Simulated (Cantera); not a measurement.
A Cantera script and its output.

```python
import numpy as np
import cantera as ct

gas = ct.Solution("gri30.yaml")


def delay(T, t_max=10):
    gas.TPX = T, 1000000, {'H2': 1, 'O2': 0.37, 'N2': 3.3}
    reactor = ct.IdealGasConstPressureReactor(gas, clone=False)
    net = ct.ReactorNet([reactor])
    net.rtol, net.atol = 1e-8, 1e-16
    while net.time < t_max:
        t_old, T_old = net.time, reactor.T
        net.step()
        if reactor.T > T + 400:  # ignition: a rise of 400 K
            return t_old + (T + 400 - T_old) / (reactor.T - T_old) * (net.time - t_old)
    return np.nan


taus = []
for T in [1275, 1325, 1375, 1425, 1475, 1525]:
    taus.append(delay(T))
    print(f"T0 = {T:6g} K   tau = {taus[-1]:.4e} s")
```

Output:

```
T0 =   1275 K   tau = 1.1683e-05 s
T0 =   1325 K   tau = 6.8674e-06 s
T0 =   1375 K   tau = 4.8347e-06 s
T0 =   1425 K   tau = 3.7086e-06 s
T0 =   1475 K   tau = 2.9965e-06 s
T0 =   1525 K   tau = 2.5109e-06 s
```

Detailed kinetics in Cantera: GRI-Mech 3.0 (53 species, 325 reactions). The hydrogen kinetics of GRI-Mech 3.0 are dated; newer H2 mechanisms differ, most at raised pressure. Where the delays flatten at high temperature, the 400 K rule measures the pace of heat release, not the induction time.
